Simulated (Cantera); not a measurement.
A closed system holds: 1 mol Si3N4, 1.3 mol CO2, 8 mol N2, at 1575 °C and 1.90e-5 bar.

Equilibrium computed with Cantera from the NASA thermochemical tables; the gas is ideal and each condensed phase is pure. Candidate condensed phases: C, Si, SiC, SiO2, Si2N2O, Si3N4; 34 gas species. The tables' values for SiN are old estimates; treat these amounts as uncertain. Rates play no part.

Base state: N2 0.701, Si 0.114, SiO 0.0925, CO 0.0899, Si2C 0.00129, Si2 0.000275, SiN 0.000161, Si2N 8.50e-5 (mole fractions); condensed: gas only.

**Question.** What changes in the equilibrium state with this change: CO2 from 1.3 to 0.53 mol?

**Answer.** 
```tsv
species	before	after
N2	0.701	0.755
Si	0.114	0.162
SiO	0.0925	0.0504
CO	0.0899	0.0296
Si3	2.21e-5	6.23e-5
Si2N	8.50e-5	0.000176
SiC(s), mol	0	0.108
```
